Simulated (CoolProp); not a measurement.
Properties of octamethyltrisiloxane (MDM) along the isobar 0.101 MPa.

Values from CoolProp's reference Helmholtz-energy equation of state, Thol 2017.

```json
[
 {"T (°C)": "161.45", "phase": "gas", "cp (kJ/(kg K))": "1.798", "isothermal compressibility (1/MPa)": "10.68"},
 {"T (°C)": "178.95", "phase": "gas", "cp (kJ/(kg K))": "1.838", "isothermal compressibility (1/MPa)": "___"},
 {"T (°C)": "196.55", "phase": "gas", "cp (kJ/(kg K))": "1.878", "isothermal compressibility (1/MPa)": "10.45"},
 {"T (°C)": "214.05", "phase": "gas", "cp (kJ/(kg K))": "1.918", "isothermal compressibility (1/MPa)": "10.37"},
 {"T (°C)": "231.65", "phase": "gas", "cp (kJ/(kg K))": "___", "isothermal compressibility (1/MPa)": "___"},
 {"T (°C)": "249.15", "phase": "gas", "cp (kJ/(kg K))": "1.994", "isothermal compressibility (1/MPa)": "10.25"},
 {"T (°C)": "266.75", "phase": "gas", "cp (kJ/(kg K))": "___", "isothermal compressibility (1/MPa)": "10.20"},
 {"T (°C)": "284.25", "phase": "gas", "cp (kJ/(kg K))": "2.065", "isothermal compressibility (1/MPa)": "10.16"},
 {"T (°C)": "301.85", "phase": "gas", "cp (kJ/(kg K))": "2.100", "isothermal compressibility (1/MPa)": "10.13"}
]
```

Q: What belongs in the gaps?

A: 
- 178.95, isothermal compressibility (1/MPa): 10.55
- 231.65, cp (kJ/(kg K)): 1.956
- 231.65, isothermal compressibility (1/MPa): 10.30
- 266.75, cp (kJ/(kg K)): 2.030
